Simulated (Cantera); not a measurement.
## SiCl4 + HCl + H2 (chlorosilane synthesis and conversion)

Charge: 1 mol SiCl4, 2.4 mol HCl, 16 mol H2, held at 140000 Pa.

Cantera equilibrium calculation (NASA polynomials, part measured and part estimated; ideal gas, pure solids and liquids). Candidate condensed phases: Si; 19 gas species. The tables' values for SiCl3 are old estimates; treat these amounts as uncertain. Kinetics and transport are ignored.

```
T (K)   x H2  x HCl  x SiCl4   x SiCl2  x SiHCl3
-----  -----  -----  -------  --------  --------
598    0.825  0.124   0.0515    <1e-12   9.01e-6
673    0.825  0.124   0.0515    <1e-12   4.34e-5
748    0.825  0.124   0.0514  3.65e-12  0.000150
823    0.824  0.124   0.0511  3.02e-10  0.000410
898    0.824  0.125   0.0506   1.17e-8  0.000931
973    0.823  0.126   0.0497   2.49e-7   0.00183
1048   0.821  0.127   0.0482   3.30e-6   0.00319
1123   0.819  0.129   0.0461   2.97e-5   0.00501
1198   0.816  0.132   0.0431  0.000192   0.00714
1273   0.811  0.137   0.0388  0.000914   0.00915
1348   0.803  0.145   0.0327   0.00321    0.0103
1423   0.792  0.157   0.0251   0.00823   0.00982
1498   0.778  0.171   0.0170    0.0158   0.00793
1573   0.765  0.185   0.0101    0.0242   0.00555
```
x: gas mole fraction; nothing condenses.

From 598 K to 1573 K nothing is condensed. The main Si-bearing gas is SiCl4 at 598 K and SiCl2 at 1573 K.
